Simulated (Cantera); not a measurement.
# SO2 + H2 (abatement and gas-phase synthesis)

Feed: 1 mol SO2, 0.45 mol H2, equilibrated at 170 bar.

These are equilibrium values from Cantera (NASA tables, ideal gas, pure condensed phases), not measurements of a reactor. Candidate condensed phases: H2O, H2SO4, S; 19 gas species. The ideal-gas law is rough above about 30 bar. Gases not in the tables: S3 to S7. The numbers say what is thermodynamically allowed, not how fast it happens.

```json
[
 {"T (K)": "1073", "log p SO2": "2.01", "log p H2O": "1.71", "log p S2": "0.83", "log p H2S": "0.86", "log p S2O": "0.38", "log p H2": "-1.37", "log p SO": "-2.54", "log p SH": "-3.09"},
 {"T (K)": "1148", "log p SO2": "2.01", "log p H2O": "1.71", "log p S2": "0.88", "log p H2S": "0.82", "log p S2O": "0.40", "log p H2": "-1.14", "log p SO": "-2.14", "log p SH": "-2.72"},
 {"T (K)": "1223", "log p SO2": "2.01", "log p H2O": "1.71", "log p S2": "0.90", "log p H2S": "0.78", "log p S2O": "0.41", "log p H2": "-0.94", "log p SO": "-1.79", "log p SH": "-2.40"},
 {"T (K)": "1298", "log p SO2": "2.01", "log p H2O": "1.72", "log p S2": "0.92", "log p H2S": "0.75", "log p S2O": "0.41", "log p H2": "-0.77", "log p SO": "-1.49", "log p SH": "-2.12"},
 {"T (K)": "1373", "log p SO2": "2.00", "log p H2O": "1.72", "log p S2": "0.93", "log p H2S": "0.71", "log p S2O": "0.41", "log p H2": "-0.61", "log p SO": "-1.22", "log p SH": "-1.87"},
 {"T (K)": "1448", "log p SO2": "2.00", "log p H2O": "1.72", "log p S2": "0.94", "log p H2S": "0.68", "log p S2O": "0.41", "log p H2": "-0.47", "log p SO": "-0.98", "log p SH": "-1.64"},
 {"T (K)": "1523", "log p SO2": "2.00", "log p H2O": "1.72", "log p S2": "0.95", "log p H2S": "0.65", "log p S2O": "0.41", "log p H2": "-0.34", "log p SO": "-0.76", "log p SH": "-1.44"},
 {"T (K)": "1598", "log p SO2": "2.00", "log p H2O": "1.72", "log p S2": "0.96", "log p H2S": "0.62", "log p S2O": "0.41", "log p H2": "-0.22", "log p SO": "-0.57", "log p SH": "-1.26"},
 {"T (K)": "1673", "log p SO2": "2.00", "log p H2O": "1.72", "log p S2": "0.96", "log p H2S": "0.60", "log p S2O": "0.41", "log p H2": "-0.12", "log p SO": "-0.39", "log p SH": "-1.10"},
 {"T (K)": "1748", "log p SO2": "2.00", "log p H2O": "1.72", "log p S2": "0.97", "log p H2S": "0.57", "log p S2O": "0.40", "log p H2": "-0.02", "log p SO": "-0.23", "log p SH": "-0.95"},
 {"T (K)": "1823", "log p SO2": "2.00", "log p H2O": "1.72", "log p S2": "0.97", "log p H2S": "0.55", "log p S2O": "0.40", "log p H2": "0.06", "log p SO": "-0.08", "log p SH": "-0.82"},
 {"T (K)": "1898", "log p SO2": "2.00", "log p H2O": "1.72", "log p S2": "0.97", "log p H2S": "0.52", "log p S2O": "0.39", "log p H2": "0.14", "log p SO": "0.06", "log p SH": "-0.70"}
]
```
log p: log10 of the partial pressure in bar; nothing condenses.

From 1073 K to 1898 K nothing is condensed.
